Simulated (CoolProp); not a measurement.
Aqueous propylene glycol as a coolant, at 2 °C, 1 atm.

The numbers come from the Melinder's fits for secondary coolants in CoolProp.

```csv
mass %,freezing point (°C),Prandtl number,cp (kJ/(kg K)),viscosity (mPa s),density (kg/m³)
2.3,-0.5,14.0,4.170,1.86,1002
9,-2.5,19.0,4.073,2.45,1008
15.7,-5.2,26.4,3.991,3.25,1015
22.5,-8.4,37.7,3.909,4.45,1022
29.2,-12.3,54.5,3.820,6.19,1030
35.9,-17.0,79.3,3.717,8.65,1037
42.6,-23.1,114,3.602,12.0,1044
```
